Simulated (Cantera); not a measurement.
Feed: 1 mol MgO, 1.5 mol SO2, 3 mol O2, at 1498.15 K and 12.0 bar.

Cantera equilibrium calculation (NASA polynomials, part measured and part estimated; ideal gas, pure solids and liquids). Candidate condensed phases: Mg, MgO, MgS, MgSO4, S; 14 gas species. Mutual solubility and eutectic melting of coexisting phases are not modelled. Kinetics and transport are ignored.

Base state: O2 0.809, SO2 0.171, SO3 0.0201 (mole fractions); condensed: MgO(s) + MgSO4(l).

Task: What changes in the equilibrium state with this change: temperature from 1498.15 K to 1000 K?

Result: 
```tsv
species	before	after
O2	0.809	0.821
SO3	0.0201	0.152
SO2	0.171	0.0269
MgO(s), mol	0.0935	0
MgSO4(l), mol	0.906	0
MgSO4(s), mol	0	1.00
```
